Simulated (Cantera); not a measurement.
## Premixed flame

A freely propagating, adiabatic, planar premixed flame of 29.0 % H₂, 14.8 % O₂, 56.2 % N₂, equivalence ratio 0.98, unburnt at 673 K and 0.918 atm; mixture-averaged transport, grid criteria slope 0.08 and curve 0.16, no radiation.

Detailed kinetics in Cantera: the H2/O2 subset of GRI-Mech 3.0, which has no nitrogen chemistry. Burning velocities carry a grid error of a few per cent, more on coarse grids.

```json
[
 {"z (mm)": "-1.64", "T (K)": "673", "u (m/s)": "9.03", "x H₂": "0.290", "x O₂": "0.148", "x OH": "<1e-8", "x H₂O₂": "<1e-8", "x HO₂": "<1e-8", "x H": "<1e-8"},
 {"z (mm)": "-1.09", "T (K)": "673", "u (m/s)": "9.03", "x H₂": "0.290", "x O₂": "0.148", "x OH": "<1e-8", "x H₂O₂": "<1e-8", "x HO₂": "<1e-8", "x H": "<1e-8"},
 {"z (mm)": "-0.821", "T (K)": "673", "u (m/s)": "9.03", "x H₂": "0.290", "x O₂": "0.148", "x OH": "<1e-8", "x H₂O₂": "<1e-8", "x HO₂": "<1e-8", "x H": "<1e-8"},
 {"z (mm)": "-0.547", "T (K)": "673", "u (m/s)": "9.03", "x H₂": "0.290", "x O₂": "0.148", "x OH": "<1e-8", "x H₂O₂": "<1e-8", "x HO₂": "8.72e-7", "x H": "1.36e-7"},
 {"z (mm)": "-0.274", "T (K)": "683", "u (m/s)": "9.15", "x H₂": "0.287", "x O₂": "0.148", "x OH": "4.16e-5", "x H₂O₂": "1.68e-6", "x HO₂": "0.000183", "x H": "0.000221"},
 {"z (mm)": "-0.137", "T (K)": "846", "u (m/s)": "11.1", "x H₂": "0.259", "x O₂": "0.144", "x OH": "0.000708", "x H₂O₂": "7.32e-6", "x HO₂": "0.000165", "x H": "0.00682"},
 {"z (mm)": "0", "T (K)": "1276", "u (m/s)": "16.2", "x H₂": "0.143", "x O₂": "0.0992", "x OH": "0.00472", "x H₂O₂": "4.80e-6", "x HO₂": "7.59e-5", "x H": "0.0442"},
 {"z (mm)": "0.137", "T (K)": "1584", "u (m/s)": "19.8", "x H₂": "0.0602", "x O₂": "0.0447", "x OH": "0.0119", "x H₂O₂": "2.69e-6", "x HO₂": "3.10e-5", "x H": "0.0636"},
 {"z (mm)": "0.274", "T (K)": "1729", "u (m/s)": "21.5", "x H₂": "0.0485", "x O₂": "0.0333", "x OH": "0.0153", "x H₂O₂": "1.58e-6", "x HO₂": "2.02e-5", "x H": "0.0573"},
 {"z (mm)": "0.547", "T (K)": "1885", "u (m/s)": "23.2", "x H₂": "0.0469", "x O₂": "0.0289", "x OH": "0.0179", "x H₂O₂": "8.60e-7", "x HO₂": "1.45e-5", "x H": "0.0450"},
 {"z (mm)": "1.09", "T (K)": "2052", "u (m/s)": "24.9", "x H₂": "0.0443", "x O₂": "0.0250", "x OH": "0.0197", "x H₂O₂": "4.80e-7", "x HO₂": "9.95e-6", "x H": "0.0321"},
 {"z (mm)": "2.19", "T (K)": "2212", "u (m/s)": "26.5", "x H₂": "0.0396", "x O₂": "0.0211", "x OH": "0.0199", "x H₂O₂": "3.13e-7", "x HO₂": "6.64e-6", "x H": "0.0213"},
 {"z (mm)": "4.38", "T (K)": "2353", "u (m/s)": "27.9", "x H₂": "0.0333", "x O₂": "0.0173", "x OH": "0.0187", "x H₂O₂": "2.41e-7", "x HO₂": "4.56e-6", "x H": "0.0130"}
]
```
x: mole fraction of selected species; z is measured from the peak of heat release.

```yaml
laminar_burning_velocity: 903 cm/s
thermal_thickness: 0.547 mm
peak x(OH): 0.0200
peak x(H₂O₂): 7.33e-6
peak x(HO₂): 0.000227
peak x(H): 0.0636
```
